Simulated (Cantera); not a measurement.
Feed: 1 mol Cu2O, 3.9 mol C, 0.55 mol N2, 0.78 mol CH4, at 1752 °C and 101000 Pa.

Equilibrium computed with Cantera from the NASA thermochemical tables; the gas is ideal and each condensed phase is pure. Candidate condensed phases: C, C6H6, C7H8, C8H18, Cu, CuO, Cu(OH)2, Cu2O, H2O; 139 gas species. Equilibrium is a limit: real reactors are often held back by kinetics, nucleation or transport.

Base state: H2 0.495, CO 0.320, N2 0.173, Cu 0.00535, HCN 0.00476, H 0.00134, C2H2 (acetylene) 0.000448, HNC 0.000283 (mole fractions); condensed: C(graphite) + Cu(l).

Problem. What changes in the equilibrium state with this change: temperature from 1752 °C to 1175 °C?

Solution. 
```json
[
 {"species": "H2", "before": "0.495", "after": "0.500"},
 {"species": "CO", "before": "0.320", "after": "0.321"},
 {"species": "N2", "before": "0.173", "after": "0.177"},
 {"species": "Cu", "before": "0.00535", "after": "3.27e-6"},
 {"species": "HCN", "before": "0.00476", "after": "0.000215"},
 {"species": "Cu2", "before": "2.40e-5", "after": "<1e-9"},
 {"species": "H", "before": "0.00134", "after": "6.48e-6"},
 {"species": "C2H2 (acetylene)", "before": "0.000448", "after": "2.38e-6"},
 {"species": "HNC", "before": "0.000283", "after": "3.05e-6"},
 {"species": "C(graphite), mol", "before": "3.66", "after": "3.68"},
 {"species": "Cu(l), mol", "before": "1.98", "after": "2.00"}
]
```

Problem. What changes in the equilibrium state with this change: temperature from 1752 °C to 2150 °C?

Solution. 
```json
[
 {"species": "H2", "before": "0.495", "after": "0.427"},
 {"species": "CO", "before": "0.320", "after": "0.285"},
 {"species": "N2", "before": "0.173", "after": "0.149"},
 {"species": "Cu", "before": "0.00535", "after": "0.107"},
 {"species": "H", "before": "0.00134", "after": "0.0115"},
 {"species": "HCN", "before": "0.00476", "after": "0.0146"},
 {"species": "C4H2", "before": "1.63e-7", "after": "1.05e-5"},
 {"species": "CN", "before": "3.22e-7", "after": "2.04e-5"},
 {"species": "Cu2", "before": "2.40e-5", "after": "0.00140"},
 {"species": "C2H2 (acetylene)", "before": "0.000448", "after": "0.00331"},
 {"species": "HNC", "before": "0.000283", "after": "0.00156"},
 {"species": "C(graphite), mol", "before": "3.66", "after": "3.60"},
 {"species": "Cu(l), mol", "before": "1.98", "after": "1.62"}
]
```
